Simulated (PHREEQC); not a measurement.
**Hard or scaling water: speciation**

Dissolve 76 mmol/kgw CaCl2 and 1 mmol/kgw CO2 at 25 °C. Closed to the air; pH follows from the charge balance.

All values are PHREEQC results (ion-association model, phreeqc.dat), not measurements.

Precipitation was switched off in this run.

**Question.** What pH, specific conductance does the model give?

**Answer.** pH 4.60; specific conductance 14500 µS/cm.

**Question.** In which forms is C present?

**Answer.** CO2 97 %, HCO3- 2.4 %, CaHCO3+ 0.7 % of the C.
